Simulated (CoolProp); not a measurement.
Sulfur dioxide along the isotherm 492.6 K: density (kg/m³) from the reference equation and from simpler models built on Tc = 430.6 K, pc = 7.887 MPa, ω = 0.256; each cubic takes its own stable root.

Model: reference Helmholtz-energy equation of state, Gao 2016, in CoolProp.

```json
[
 {"p (MPa)": "2.19", "phase": "gas", "reference": "36.51"},
 {"p (MPa)": "4.38", "phase": "gas", "reference": "78.53"},
 {"p (MPa)": "6.56", "phase": "gas", "reference": "127.9"},
 {"p (MPa)": "8.75", "phase": "supercritical", "reference": "188.4"},
 {"p (MPa)": "10.9", "phase": "supercritical", "reference": "263.0"},
 {"p (MPa)": "13.1", "phase": "supercritical", "reference": "360.1"},
 {"p (MPa)": "15.3", "phase": "supercritical", "reference": "473.6"},
 {"p (MPa)": "17.5", "phase": "supercritical", "reference": "577.9"},
 {"p (MPa)": "19.7", "phase": "supercritical", "reference": "657.4"},
 {"p (MPa)": "21.9", "phase": "supercritical", "reference": "716.2"},
 {"p (MPa)": "24.1", "phase": "supercritical", "reference": "761.3"},
 {"p (MPa)": "26.2", "phase": "supercritical", "reference": "796.2"},
 {"p (MPa)": "28.4", "phase": "supercritical", "reference": "826.7"},
 {"p (MPa)": "30.6", "phase": "supercritical", "reference": "852.7"},
 {"p (MPa)": "32.8", "phase": "supercritical", "reference": "875.5"},
 {"p (MPa)": "35", "phase": "supercritical", "reference": "895.8"}
]
```

Problem. How far does each simpler model (ideal gas, van der Waals, Redlich-Kwong, Soave-Redlich-Kwong, Peng-Robinson) lie from the reference over these 16 states: mean and median of the absolute difference, and the worst?

Solution. 
- ideal gas: mean 38.8 %, median 43.5 %, worst -53.1 % at 492.6 K and 19.7 MPa
- van der Waals: mean 12.1 %, median 13.4 %, worst -22.4 % at 492.6 K and 35 MPa
- Redlich-Kwong: mean 5.3 %, median 5.7 %, worst -8.6 % at 492.6 K and 28.4 MPa
- Soave-Redlich-Kwong: mean 9.2 %, median 12.3 %, worst -14.8 % at 492.6 K and 21.9 MPa
- Peng-Robinson: mean 4.4 %, median 4.6 %, worst -8.3 % at 492.6 K and 19.7 MPa
